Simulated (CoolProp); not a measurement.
The numbers come from the reference Helmholtz-energy equation of state, Lemmon 2006 in CoolProp. It is a short technical equation, of lower accuracy than the large ones.

Problem. Give the vapour pressure (MPa), liquid density (kg/m³), vapour density (kg/m³), liquid cp (kJ/(kg K)) of saturated neopentane at 370.2 K.

Solution. 
```json
[
 {"T (K)": "370.2", "p (MPa)": "1.05", "liquid density (kg/m³)": "489", "vapour density (kg/m³)": "32.2", "liquid cp (kJ/(kg K))": "2.86"}
]
```
